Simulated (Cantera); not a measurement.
An isothermal, constant-pressure homogeneous reactor starts with CH₄ : H₂ = 0.031 : 1 (molar parts), at 2550 K and 0.110 bar.

Detailed kinetics in Cantera: GRI-Mech 3.0 (53 species, 325 reactions). GRI-Mech 3.0 stops at C3 and has no aromatics, soot or wall deposition, so with more carbon than oxygen in the feed, carbon stays in small species such as C2H2 where larger ones or solid carbon would form.

One state of this run: x CH₄ = 0.000104; x H₂ = 0.929; x H = 0.0565; x C₂H = 6.76e-5; x CH₂ = 1.12e-5; x C₂H₂ = 0.0140; x CH₃ = 0.000113. x: mole fraction; the columns are a selection and need not sum to one.

**Question.** Which value of t (s) does it belong to?
(A) 0.00309
(B) 0.265
(C) 0.0600
(D) 100

**Answer.** A, 0.00309
